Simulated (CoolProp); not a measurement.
Values from CoolProp's reference Helmholtz-energy equation of state, Lemmon 2006. It is a short technical equation, of lower accuracy than the large ones.

Task: Give the vapour pressure (bar), liquid density (kg/m³), enthalpy of vaporisation (kJ/kg), liquid cp (kJ/(kg K)) of saturated carbonyl sulfide at 274.4, 297.2, 350.3 K.

Result: 
```tsv
T (K)	p (bar)	liquid density (kg/m³)	enthalpy of vaporisation (kJ/kg)	liquid cp (kJ/(kg K))
274.4	6.75	1060	269	1.28
297.2	12.5	993	246	1.36
350.3	38.7	797	164	1.99
```
